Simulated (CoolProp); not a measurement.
Vapour-liquid equilibrium of benzene (1) + cyclohexane (2) at 0.119 MPa; x and y are mole fractions of (1).

Model: multi-fluid Helmholtz-energy mixture model, Thol 2012 and Zhou 2014; pair parameters Bell 2016, in CoolProp.

| x | bubble temperature (°C) | y at the bubble point | dew temperature at overall composition x (°C) | liquid density (mol/L) |
|---|---|---|---|---|
| 0.05 | 85.5 | 0.067 | ? | 8.563 |
| 0.2 | 83.9 | 0.240 | 84.2 | 8.807 |
| 0.35 | 83.0 | 0.383 | 83.2 | ? |
| 0.5 | 82.6 | ? | 82.6 | 9.330 |
| 0.65 | 82.6 | ? | 82.7 | 9.614 |
| 0.8 | 83.3 | ? | 83.5 | 9.914 |
| 0.95 | ? | 0.932 | 84.8 | 10.23 |

**Question.** Complete the blanks.

**Answer.** 
- 0.05, dew temperature at overall composition x (°C): 85.6
- 0.35, liquid density (mol/L): 9.062
- 0.5, y at the bubble point: 0.510
- 0.65, y at the bubble point: 0.633
- 0.8, y at the bubble point: 0.767
- 0.95, bubble temperature (°C): 84.7

y crosses x between x = 0.5 and 0.65: the model has an azeotrope there.

Pair parameters are fitted to limited data, so mixtures are less certain than the pure fluids.
